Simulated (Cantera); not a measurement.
## Roasting and sulfation: FeS₂ + SO₂ + H₂O

Feed: 1 mol FeS₂, 0.14 mol SO₂, 0.064 mol H₂O, held at 948 K and 0.0133 bar.

Equilibrium computed with Cantera from the NASA thermochemical tables; the gas is ideal and each condensed phase is pure. Candidate condensed phases: Fe, FeO, Fe(OH)₂, Fe(OH)₃, FeS, FeSO₄, FeS₂, Fe₂O₃, Fe₂(SO₄)₃, Fe₃O₄, H₂O, H₂SO₄, S; 22 gas species. FeS: taken at fixed stoichiometry. Gases not in the tables: S₃ to S₇. Kinetics and transport are ignored.

```yaml
x(S₂): 0.695
x(SO₂): 0.207
x(H₂O): 0.0714
x(H₂S): 0.0193
x(S₂O): 0.00703
x(H₂): 0.000816
x(SO): 3.61e-5
x(SH): 1.19e-5
n(FeS(s)): 1.00 mol
gas_amount: 0.6995 mol
log10 activity of S(l) (absent): -1.23
log10 activity of Fe(α) (absent): -4.52
log10 activity of FeSO₄(s) (absent): -8.27
```
